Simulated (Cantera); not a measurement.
Mixture: 30.2 % CO, 5.14 % H₂, 13.6 % O₂, 51.1 % N₂, equivalence ratio 1.3, at 4580 Torr, adiabatic and at constant volume. Ignition delay is the time to a rise of 400 K.

Detailed kinetics in Cantera: GRI-Mech 3.0 (53 species, 325 reactions). The hydrogen kinetics of GRI-Mech 3.0 are dated; newer H2 mechanisms differ, most at raised pressure. Where the delays flatten at high temperature, the 400 K rule measures the pace of heat release, not the induction time.

### Question
Predict: delay at 1175 K; delay at 1225 K; delay at 1275 K; delay at 1325 K; delay at 1375 K; delay at 1425 K; delay at 1475 K; apparent activation energy between 1375 and 1475 K.

### Answer
```json
{
 "delay at 1175 K": "35.7 µs",
 "delay at 1225 K": "19.1 µs",
 "delay at 1275 K": "12.5 µs",
 "delay at 1325 K": "9.18 µs",
 "delay at 1375 K": "7.20 µs",
 "delay at 1425 K": "5.91 µs",
 "delay at 1475 K": "5.03 µs",
 "apparent activation energy between 1375 and 1475 K": "60 kJ/mol"
}
```
